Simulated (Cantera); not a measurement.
# Reactions in the system C-N-O-Ta

Source: NASA polynomial tables (part measured, part estimated), evaluated in Cantera. Values are per mole of reaction as written; species without (g) are pure solids or liquids, kept so even where they would boil at 1 bar. TaC: taken at fixed stoichiometry.

TaC + 8 NO(g) ⇌ TaO2(g) + CO2(g) + 4 N2O(g)

```tsv
T (K)	ΔH° (kJ)	ΔS° (J/K)	ΔG° (kJ)	log10 K
1075	-857.0	-365.4	-464.2	22.55
1125	-856.6	-365.1	-445.9	20.70
1175	-856.1	-364.7	-427.6	19.01
1225	-855.7	-364.3	-409.4	17.46
1275	-855.2	-363.9	-391.2	16.03
1325	-854.7	-363.5	-373.0	14.71
1375	-854.2	-363.2	-354.9	13.48
1425	-853.7	-362.8	-336.7	12.34
1475	-853.2	-362.4	-318.6	11.28
```
